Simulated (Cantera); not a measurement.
A closed system holds: 1 mol CaCO₃, 2.4 mol H₂, held at 0.100 bar.

These are equilibrium values from Cantera (NASA tables, ideal gas, pure condensed phases), not measurements of a reactor. Candidate condensed phases: C, C₆H₆, C₇H₈, C₈H₁₈, Ca, CaCO₃, CaO, Ca(OH)₂, H₂O; 115 gas species. Kinetics and transport are ignored. All values below are at 1698 K.

Base state: H₂ 0.453, CO 0.253, H₂O 0.253, CO₂ 0.0414, H 0.000308 (mole fractions); condensed: CaO(s).

### Question
What changes in the equilibrium state with this change: H₂ from 2.4 to 0.63 mol?

### Answer
```json
[
 {"species": "CO₂", "before": "0.0414", "after": "0.312"},
 {"species": "CO", "before": "0.253", "after": "0.301"},
 {"species": "H₂O", "before": "0.253", "after": "0.301"},
 {"species": "H₂", "before": "0.453", "after": "0.0852"},
 {"species": "OH", "before": "8.83e-6", "after": "2.43e-5"},
 {"species": "H", "before": "0.000308", "after": "0.000133"},
 {"species": "CaO(s), mol", "before": "1.000", "after": "1.000"}
]
```
